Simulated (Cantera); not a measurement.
A perfectly stirred reactor is fed with CH3OH : O2 : N2 : H2O = 1 : 1 : 3.76 : 0.4 (molar parts), equivalence ratio 1.5, at 0.310 bar; it is adiabatic with a 450 K inlet, and is followed from long to short residence time, starting on the burning branch (τ in s: 0.035, 0.017, 0.0083, 0.004, 0.002, 0.00096, 0.00047, 0.00023, 0.00011, 5.4e-05, 2.6e-05, 1.3e-05).

Cantera simulation using GRI-Mech 3.0 (53 species, 325 reactions); the numbers are that mechanism's predictions, not measurements. GRI-Mech 3.0 was tuned for natural gas; its chemistry of methanol as a main component is partial and can be far from experiment.

Predict: blow-out, bracketed by the residence times tried; x(CH3OH) at τ = 35.0 ms; x(O2) at τ = 35.0 ms; x(H2O) at τ = 35.0 ms; x(CH2O) at τ = 35.0 ms; x(CH4) at τ = 35.0 ms; x(CH3OH) at τ = 0.470 ms; x(O2) at τ = 0.470 ms; x(H2O) at τ = 0.470 ms; x(CH2O) at τ = 0.470 ms; x(CH4) at τ = 0.470 ms.


```json
{
 "blow_out_bracketed_by_the_residence_times_tried": "burning at 0.470 ms, out at 0.230 ms",
 "x(CH3OH) at τ = 35.0 ms": "4.65e-6",
 "x(O2) at τ = 35.0 ms": "0.000595",
 "x(H2O) at τ = 35.0 ms": "0.262",
 "x(CH2O) at τ = 35.0 ms": "3.95e-6",
 "x(CH4) at τ = 35.0 ms": "2.17e-6",
 "x(CH3OH) at τ = 0.470 ms": "0.000267",
 "x(O2) at τ = 0.470 ms": "0.00817",
 "x(H2O) at τ = 0.470 ms": "0.255",
 "x(CH2O) at τ = 0.470 ms": "0.000200",
 "x(CH4) at τ = 0.470 ms": "0.000106"
}
```
